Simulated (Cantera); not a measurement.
An isothermal, constant-pressure homogeneous reactor starts with 41.7 % NO, 58.3 % N₂, at 2025 K and 0.118 atm.

Model: GRI-Mech 3.0 (53 species, 325 reactions), integrated in Cantera.

x: mole fraction; the columns are a selection and need not sum to one.

```tsv
t (s)	x NO	x O₂	x N₂O	x O	x NO₂
3.00e-6	0.417	1.12e-11	8.68e-8	8.68e-8	6.38e-11
9.53e-6	0.417	1.13e-10	2.75e-7	2.76e-7	6.43e-10
3.02e-5	0.417	1.13e-9	8.71e-7	8.74e-7	6.34e-9
9.60e-5	0.417	1.14e-8	2.73e-6	2.77e-6	6.10e-8
0.000305	0.417	1.15e-7	8.37e-6	8.75e-6	5.27e-7
0.000968	0.417	1.25e-6	2.38e-5	2.85e-5	3.61e-6
0.00307	0.416	1.72e-5	5.40e-5	9.68e-5	1.66e-5
0.00976	0.416	0.000222	7.52e-5	0.000216	3.70e-5
0.0310	0.414	0.00122	7.51e-5	0.000244	4.19e-5
0.0984	0.407	…	7.18e-5	…	…
0.312	0.385	0.0154	6.23e-5	0.000372	6.64e-5
0.992	…	…	…	…	…
3.15	0.147	0.134	7.85e-6	0.000875	6.72e-5
10.0	0.0229	0.196	3.11e-7	0.00104	1.27e-5
```

Question: What belongs in the gaps?

Answer: 
- 0.0984, x O₂: 0.00448
- 0.0984, x O: 0.000279
- 0.0984, x NO₂: 4.92e-5
- 0.992, x NO: 0.314
- 0.992, x O₂: 0.0510
- 0.992, x N₂O: 3.88e-5
- 0.992, x O: 0.000574
- 0.992, x NO₂: 8.97e-5
